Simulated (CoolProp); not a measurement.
Saturation properties of n-nonane (Tc = 594.5 K, pc = 2.282 MPa, ω = 0.443).

Computed with CoolProp (reference Helmholtz-energy equation of state, Lemmon 2006). It is a short technical equation, of lower accuracy than the large ones.

```csv
T (K),p (MPa),vapour density (kg/m³),liquid cp (kJ/(kg K)),liquid conductivity (mW/(m K))
297.1,0.0005433,0.02824,2.204,127
307.8,0.001042,0.05232,2.244,124
318.4,0.001884,0.09156,2.284,121
329,0.003251,0.1532,2.326,118
339.6,0.005380,0.2461,2.369,116
350.2,0.008576,0.3815,2.412,113
360.8,0.01322,0.5728,2.457,111
371.4,0.01976,0.8358,2.502,108
382,0.02874,1.189,2.547,106
392.6,0.04078,1.653,2.593,104
403.2,0.05658,2.251,2.640,102
```

It boils at 423.9 K under 1 atm.

Thermal conductivity comes from a separate model (Huber 2005).
